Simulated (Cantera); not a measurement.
## Abatement and gas-phase synthesis: NH3 + H2 + O2

Feed: 1 mol NH3, 0.2 mol H2, a varied amount of O2, held at 2423 K and 1100000 Pa.

These are equilibrium values from Cantera (NASA tables, ideal gas, pure condensed phases), not measurements of a reactor. Candidate condensed phases: H2O; 24 gas species. The numbers say what is thermodynamically allowed, not how fast it happens.

From 0.21 mol O2 to 3.2 mol O2 nothing is condensed.

```tsv
n(O2) (mol)	x H2O	x H2	x O2	x N2	x OH	x NO	x H
0.21	0.190	0.579	1.61e-7	0.227	0.000253	9.39e-6	0.00407
0.51	0.462	0.307	3.36e-6	0.227	0.000842	4.29e-5	0.00296
0.8	0.721	0.0476	0.000342	0.226	0.00334	0.000432	0.00117
1.1	0.681	0.00269	0.0957	0.200	0.0133	0.00679	0.000277
1.4	0.606	0.00169	0.191	0.176	0.0149	0.00902	0.000220
1.7	0.545	0.00128	0.268	0.158	0.0154	0.0101	0.000192
2	0.496	0.00105	0.332	0.143	0.0155	0.0107	0.000173
2.3	0.455	0.000894	0.385	0.131	0.0154	0.0110	0.000160
2.6	0.420	0.000780	0.431	0.120	0.0152	0.0112	0.000149
2.9	0.390	0.000694	0.470	0.111	0.0150	0.0112	0.000141
3.2	0.364	0.000625	0.504	0.104	0.0147	0.0112	0.000134
```
x: gas mole fraction; nothing condenses.
